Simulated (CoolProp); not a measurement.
The fluid at 461.73 K and 2.5 MPa is throttled through a valve to 0.769 MPa with no heat exchange. The same conditions are run with several fluids, on thermodynamics alone (safety and materials aside).

Values from CoolProp's reference Helmholtz-energy equation of state of each fluid (n-butane: Bücker 2006; c-C4F8 (RC318): Platzer 1990; sulfur dioxide: Gao 2016; R123: Younglove 1994; R1224YDZ: Akasaka 2023). The equations of Platzer and Polt are older, rougher fits.

Problem. Rank n-butane, c-C4F8 (RC318), sulfur dioxide, R123, R1224YDZ by temperature change (K), highest first.

Solution. c-C4F8 (RC318) (-9.4), n-butane (-13.6), R1224YDZ (-16.0), sulfur dioxide (-18.9), R123 (-22.4)

```tsv
fluid	final density (kg/m³)
n-butane	12.8
c-C4F8 (RC318)	43.3
sulfur dioxide	13.8
R123	35.3
R1224YDZ	33.2
```
